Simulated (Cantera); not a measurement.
What does this Cantera script print?

```python
import numpy as np
import cantera as ct

gas = ct.Solution("SiF4_NH3_mec.yaml", "gas")
gas.TPX = 1950, 2200, {'NH3': 1, 'N2': 0.19}
inlet = ct.Reservoir(gas, clone=True)

reactor = ct.IdealGasConstPressureReactor(gas, energy="off", clone=False)
exhaust = ct.Reservoir(gas, clone=True)
tau = [2, 0.43, 0.09, 0.019, 0.004, 0.00085, 0.00018][0]
for a, b in ((inlet, reactor), (reactor, exhaust)):
    ct.MassFlowController(a, b, mdot=lambda t: reactor.mass / tau)
net = ct.ReactorNet([reactor])
show = ['NH3', 'NH', 'H', 'NH2', 'H2', 'N2H4']

rows = []
print(f"{'tau/s':>10s}{'T/K':>9s}" + "".join(f"{s:>11s}" for s in show))
for tau in [2, 0.43, 0.09, 0.019, 0.004, 0.00085, 0.00018]:
    net.initial_time = 0.0
    net.advance(30 * tau)
    before = gas.X
    net.advance(40 * tau)
    drift = np.max(np.abs(gas.X - before) / (gas.X + 1e-9))
    rows.append([gas.T, *gas[show].X, drift])
    print(f"{tau:10.3e}{gas.T:9.1f}" + "".join(f"{x:11.3e}" for x in gas[show].X))
```

Result:

```
     tau/s      T/K        NH3         NH          H        NH2         H2       N2H4
 2.000e+00   1950.0  2.940e-01  1.236e-05  2.960e-04  5.572e-04  4.447e-01  4.797e-09
 4.300e-01   1950.0  5.925e-01  1.414e-05  1.106e-04  9.205e-04  2.013e-01  1.310e-08
 9.000e-02   1950.0  7.745e-01  1.161e-05  2.913e-05  1.168e-03  5.288e-02  2.110e-08
 1.900e-02   1950.0  8.271e-01  7.803e-06  6.079e-06  1.184e-03  9.966e-03  2.167e-08
 4.000e-03   1950.0  8.385e-01  3.427e-06  8.935e-07  7.334e-04  1.036e-03  8.312e-09
 8.500e-04   1950.0  8.401e-01  3.492e-07  3.138e-07  1.885e-04  1.019e-04  5.470e-10
 1.800e-04   1950.0  8.403e-01  1.357e-08  2.885e-07  3.999e-05  1.992e-05  2.404e-11
```

Model: the gas-phase N/H chemistry of the illustrative SiF4/NH3 mechanism in the Surface Chemkin manual (1991), integrated in Cantera. Walls and surfaces, which speed up NH3 decomposition in real reactors, are not modelled.
